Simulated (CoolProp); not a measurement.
R21 along the isotherm 199.85 °C: Z from the reference equation and from simpler models built on Tc = 179.6 °C, pc = 5.289 MPa, ω = 0.206; each cubic takes its own stable root.

Computed with CoolProp (reference Helmholtz-energy equation of state, Platzer 1990). This equation is an older, rougher fit; its heat capacities, sound speeds and derivatives of the liquid may be far off and weren't checked against measurements.

| p (MPa) | phase | reference |
|---|---|---|
| 1.65 | gas | 0.9029 |
| 3.31 | gas | 0.7850 |
| 4.96 | gas | 0.6318 |
| 6.61 | supercritical | 0.4002 |
| 8.26 | supercritical | 0.3023 |
| 9.92 | supercritical | 0.3213 |
| 11.6 | supercritical | 0.3532 |
| 13.2 | supercritical | 0.3865 |
| 14.9 | supercritical | 0.4228 |
| 16.5 | supercritical | 0.4574 |
| 18.2 | supercritical | 0.4942 |
| 19.8 | supercritical | 0.5287 |
| 21.5 | supercritical | 0.5652 |
| 23.1 | supercritical | 0.5994 |
| 24.8 | supercritical | 0.6356 |
| 26.4 | supercritical | 0.6694 |

Question: How far does each simpler model (Redlich-Kwong, Soave-Redlich-Kwong, Peng-Robinson) lie from the reference over these 16 states: mean and median of the absolute difference, and the worst?

Answer: 
- Redlich-Kwong: mean 6.9 %, median 7.4 %, worst +13.1 % at 199.85 °C and 9.92 MPa
- Soave-Redlich-Kwong: mean 9.0 %, median 9.1 %, worst +17.8 % at 199.85 °C and 8.26 MPa
- Peng-Robinson: mean 2.9 %, median 2.4 %, worst +8.3 % at 199.85 °C and 8.26 MPa
